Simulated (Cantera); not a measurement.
A closed system holds: 1 mol Si, 3.2 mol F₂, 28 mol H₂, at 1548.15 K and 0.100 bar.

Method: chemical equilibrium by Gibbs-energy minimisation in Cantera with the NASA 1993 tables (ideal gas, pure condensed phases). Candidate condensed phases: Si; 25 gas species. The tables' values for SiF₃ are old estimates; treat these amounts as uncertain. The numbers say what is thermodynamically allowed, not how fast it happens.

Base state: H₂ 0.886, HF 0.0804, SiF₄ 0.0321, SiF₃ 0.000716, SiHF₃ 0.000243, H 9.18e-5 (mole fractions); condensed: gas only.

What changes in the equilibrium state with this change: F₂ from 3.2 to 0.54 mol?


```json
[
 {"species": "H₂", "before": "0.886", "after": "0.987"},
 {"species": "SiF₄", "before": "0.0321", "after": "0.00442"},
 {"species": "SiF₃", "before": "0.000716", "after": "0.00361"},
 {"species": "HF", "before": "0.0804", "after": "0.00232"},
 {"species": "SiH₂F₂", "before": "8.30e-7", "after": "0.000170"},
 {"species": "SiF₂", "before": "8.36e-6", "after": "0.00154"},
 {"species": "SiHF₃", "before": "0.000243", "after": "0.00129"},
 {"species": "Si(s), mol", "before": "0", "after": "0.687"}
]
```
The tables' values for SiF₃, SiF₂ are old estimates; treat these amounts as uncertain.
